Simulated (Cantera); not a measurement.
An isothermal, constant-pressure homogeneous reactor starts with CO : O2 : H2O : N2 = 0.0053 : 0.028 : 0.0056 : 1 (molar parts), equivalence ratio 0.095, at 1375 K and 0.987 atm. Integrator tolerance rtol = 1e-08.

Detailed kinetics in Cantera: GRI-Mech 3.0 (53 species, 325 reactions).

### Question
What does this change do: temperature 1375 to 975 K?

### Answer
```
quantity                                           before                                     after
----------------  ---------------------------------------  ----------------------------------------
x(CO) at 2.00 s   2.08e-8 (gas-phase equilibrium 2.09e-8)    0.00314 (gas-phase equilibrium <1e-12)
x(O2) at 2.00 s     0.0245 (gas-phase equilibrium 0.0243)     0.0260 (gas-phase equilibrium 0.0245)
x(H2O) at 2.00 s  0.00540 (gas-phase equilibrium 0.00540)   0.00538 (gas-phase equilibrium 0.00540)
x(H2) at 2.00 s   1.06e-8 (gas-phase equilibrium 1.07e-8)  8.91e-6 (gas-phase equilibrium 1.42e-12)
x(NO2) at 2.00 s  1.08e-9 (gas-phase equilibrium 6.56e-7)  1.02e-10 (gas-phase equilibrium 1.96e-7)
x(O) at 2.00 s    1.00e-7 (gas-phase equilibrium 1.00e-7)  3.55e-7 (gas-phase equilibrium 1.14e-11)
```
